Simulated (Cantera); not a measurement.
A freely propagating, adiabatic, planar premixed flame of CH4 : O2 : N2 = 1 : 2.41 : 10.6 (molar parts), equivalence ratio 0.83, unburnt at 350 K and 3230 Torr; mixture-averaged transport, grid criteria slope 0.08 and curve 0.16, no radiation.

Cantera simulation using GRI-Mech 3.0 (53 species, 325 reactions); the numbers are that mechanism's predictions, not measurements. Burning velocities carry a grid error of a few per cent, more on coarse grids.

Q: What does this change do: inlet temperature 350 to 550 K?

A: 
| quantity | before | after |
|---|---|---|
| laminar burning velocity | 12.8 cm/s | 36.4 cm/s |
| thermal thickness | 0.267 mm | 0.174 mm |
| peak x(HO2) | 0.000126 | 0.000168 |
| peak x(C2H) | 2.13e-8 | 5.08e-8 |

Q: What does this change do: CH4 1 to 1.3 parts?

A: 
```csv
quantity,before,after
laminar burning velocity,12.8 cm/s,17.6 cm/s
thermal thickness,0.267 mm,0.217 mm
peak x(HO2),0.000126,0.000110
peak x(C2H),2.13e-8,2.31e-7
```
